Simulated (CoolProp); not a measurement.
Saturation properties of R245fa.

Model: reference Helmholtz-energy equation of state, Akasaka 2015, in CoolProp.

```json
[
 {"T (K)": "286.1", "p (bar)": "0.9309", "vapour Z": "0.9602", "liquid viscosity (µPa s)": "456", "vapour viscosity (µPa s)": "11.3", "liquid conductivity (mW/(m K))": "95.6"},
 {"T (K)": "296.7", "p (bar)": "1.408", "vapour Z": "0.9469", "liquid viscosity (µPa s)": "402", "vapour viscosity (µPa s)": "11.8", "liquid conductivity (mW/(m K))": "92.4"},
 {"T (K)": "307.4", "p (bar)": "2.066", "vapour Z": "0.9308", "liquid viscosity (µPa s)": "354", "vapour viscosity (µPa s)": "12.2", "liquid conductivity (mW/(m K))": "89.2"},
 {"T (K)": "318.1", "p (bar)": "2.941", "vapour Z": "0.9118", "liquid viscosity (µPa s)": "313", "vapour viscosity (µPa s)": "12.7", "liquid conductivity (mW/(m K))": "86.1"},
 {"T (K)": "328.8", "p (bar)": "4.077", "vapour Z": "0.8895", "liquid viscosity (µPa s)": "277", "vapour viscosity (µPa s)": "13.1", "liquid conductivity (mW/(m K))": "83.0"},
 {"T (K)": "339.5", "p (bar)": "5.521", "vapour Z": "0.8638", "liquid viscosity (µPa s)": "246", "vapour viscosity (µPa s)": "13.6", "liquid conductivity (mW/(m K))": "79.9"},
 {"T (K)": "350.2", "p (bar)": "7.323", "vapour Z": "0.8342", "liquid viscosity (µPa s)": "217", "vapour viscosity (µPa s)": "14.2", "liquid conductivity (mW/(m K))": "76.8"},
 {"T (K)": "360.9", "p (bar)": "9.536", "vapour Z": "0.8002", "liquid viscosity (µPa s)": "192", "vapour viscosity (µPa s)": "14.8", "liquid conductivity (mW/(m K))": "73.7"},
 {"T (K)": "371.6", "p (bar)": "12.22", "vapour Z": "0.7611", "liquid viscosity (µPa s)": "169", "vapour viscosity (µPa s)": "15.5", "liquid conductivity (mW/(m K))": "70.5"},
 {"T (K)": "382.3", "p (bar)": "15.43", "vapour Z": "0.7159", "liquid viscosity (µPa s)": "148", "vapour viscosity (µPa s)": "16.3", "liquid conductivity (mW/(m K))": "67.3"},
 {"T (K)": "393", "p (bar)": "19.25", "vapour Z": "0.6626", "liquid viscosity (µPa s)": "129", "vapour viscosity (µPa s)": "17.5", "liquid conductivity (mW/(m K))": "64.0"},
 {"T (K)": "403.7", "p (bar)": "23.74", "vapour Z": "0.5983", "liquid viscosity (µPa s)": "111", "vapour viscosity (µPa s)": "19.3", "liquid conductivity (mW/(m K))": "60.6"}
]
```

It boils at 288.2 K under 1 atm.

Viscosity comes from a separate model (Bell 2016), an estimate that may be off by 10 % or more. Thermal conductivity comes from a separate model (Huber 2003), an estimate that may be off by 10 % or more.
